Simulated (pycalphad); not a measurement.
**Effect of Cu content in Si-Cu**

CALPHAD calculation (pycalphad, COST 507 light-alloy database (1999)), 1 atm. The data set is of 1999 and partly superseded. Phase fractions are per mole of atoms. Kinetics are ignored, which matters at the lower temperatures.

| alloy | liquidus (K) | first solid | solidus (K) | phases at 500 K |
|---|---|---|---|---|
| Si-20.48Cu (wt.%) | 1630 | diamond (Si) | 1074 | diamond (Si) 0.87, CU19SI6_ETA 0.13 |
| Si-61.03Cu (wt.%) | 1414 | diamond (Si) | 1074 | CU19SI6_ETA 0.54, diamond (Si) 0.46 |
| Si-78.22Cu (wt.%) | (withheld) | diamond (Si) | 1074 | (withheld) |

Task: Fill in the missing entries.

Result: 
- Si-78.22Cu (wt.%), liquidus (K): 1217
- Si-78.22Cu (wt.%), phases at 500 K: CU19SI6_ETA 0.81, diamond (Si) 0.19

Database names, with the compositions (at.%) that they take in these runs: CU19SI6_ETA: Cu 76 Si 24.
